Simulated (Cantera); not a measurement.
An adiabatic, constant-pressure homogeneous reactor starts with 9.52 % CH₃OH, 8.40 % O₂, 78.9 % N₂, 3.14 % H₂O, equivalence ratio 1.7, at 1123 K and 5.10 bar.

Computed with Cantera and GRI-Mech 3.0 (53 species, 325 reactions). GRI-Mech 3.0 was tuned for natural gas; its chemistry of methanol as a main component is partial and can be far from experiment.

Question: Predict: time of steepest temperature rise; temperature at 0.100 s; equilibrium temperature; x(O₂) at 0.100 s; x(H₂O) at 0.100 s; x(H₂) at 0.100 s; x(NO) at 0.100 s.

Answer: 
```json
{
 "time_of_steepest_temperature_rise": "10.3 ms",
 "temperature at 0.100 s": "1921 K",
 "equilibrium_temperature": "1921 K",
 "x(O₂) at 0.100 s": "3.56e-8 (gas-phase equilibrium 3.56e-8)",
 "x(H₂O) at 0.100 s": "0.147 (gas-phase equilibrium 0.147)",
 "x(H₂) at 0.100 s": "0.0538 (gas-phase equilibrium 0.0538)",
 "x(NO) at 0.100 s": "3.10e-6 (gas-phase equilibrium 2.40e-6)"
}
```
